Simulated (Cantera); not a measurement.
Carbon deposition, reforming and gasification: acetone + NH3 + H2O

Input: 1 mol acetone, 1.1 mol NH3, 0.021 mol H2O, equilibrated at 440 Pa.

Equilibrium computed with Cantera from the NASA thermochemical tables; the gas is ideal and each condensed phase is pure. Candidate condensed phases: C, C6H6, C7H8, C8H18, H2O; 136 gas species. The feed counts by its element totals alone. The numbers say what is thermodynamically allowed, not how fast it happens.

```
T (K)   x H2       x H    x CO    x N2     x H2O     x CO2     x CH4     x HCN  n C(graphite)
-----  -----  --------  ------  ------  --------  --------  --------  --------  -------------
700    0.735    <1e-12  0.0457  0.0987    0.0633    0.0371    0.0202   1.42e-9           2.43
850    0.747  2.67e-10   0.157  0.0888   0.00363   0.00232   0.00153   7.87e-8           2.01
1000   0.748   2.96e-8   0.163  0.0882  0.000212   6.66e-5  0.000235   1.33e-6           1.98
1150   0.748   9.73e-7   0.164  0.0881   2.53e-5   4.64e-6   5.77e-5   1.07e-5           1.98
1300   0.748   1.44e-5   0.164  0.0881   4.91e-6   6.09e-7   1.94e-5   5.32e-5           1.98
1450   0.748  0.000123   0.164  0.0880   1.34e-6   1.23e-7   8.13e-6  0.000188           1.98
1600   0.747  0.000709   0.164  0.0878   4.70e-7   3.42e-8   4.01e-6  0.000524           1.98
1750   0.745   0.00303   0.163  0.0873   1.97e-7   1.19e-8   2.23e-6   0.00122           1.97
1900   0.738    0.0103   0.163  0.0864   9.42e-8   4.94e-9   1.35e-6   0.00246           1.96
2050   0.720    0.0290   0.161  0.0845   4.93e-8   2.32e-9   8.50e-7   0.00441           1.94
2200   0.681    0.0701   0.158  0.0812   2.70e-8   1.18e-9   5.37e-7   0.00709           1.91
2350   0.611     0.147   0.152  0.0760   1.47e-8  6.34e-10   3.19e-7    0.0102           1.86
2500   0.501     0.268   0.142  0.0687   7.58e-9  3.46e-10   1.65e-7    0.0131           1.79
```
x: gas mole fraction; n: condensed amount in mol.

From 700 K to 2500 K the condensed part is C(graphite). The main C-bearing gas is CO throughout. The share of C in condensed phases is highest at 700 K (80.9 %) and lowest at 2500 K (59.5 %).
